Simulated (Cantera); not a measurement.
Input: 1 mol SiO₂, 0.24 mol Al₂O₃, 76 mol H₂, held at 1375 K and 55.0 Pa.

Method: chemical equilibrium by Gibbs-energy minimisation in Cantera with the NASA 1993 tables (ideal gas, pure condensed phases). Candidate condensed phases: Al, Al₂O₃, Al₂SiO₅, Al₆Si₂O₁₃, H₂O, Si, SiO₂; 28 gas species. Mutual solubility and eutectic melting of coexisting phases are not modelled. The tables hold silica as quartz up to 1696 K and as liquid above; real silica turns to tridymite and cristobalite and melts near 1996 K. Condensed phases not in the tables: alloys, solid solutions and most ternary compounds. Equilibrium is a limit: real reactors are often held back by kinetics, nucleation or transport.

### Question
What is the equilibrium state?

### Answer
* **x(H₂)**: 0.999
* **x(SiO)**: 0.000244
* **x(H₂O)**: 0.000244
* **x(H)**: 0.000146
* **n(Al₆Si₂O₁₃(mullite))**: 0.0800 mol
* **n(SiO₂(β-quartz))**: 0.821 mol
* **gas amount**: 76.02 mol
* **log10 activity of Si(s) (absent)**: -5.01
* **log10 activity of Al(l) (absent)**: -8.43
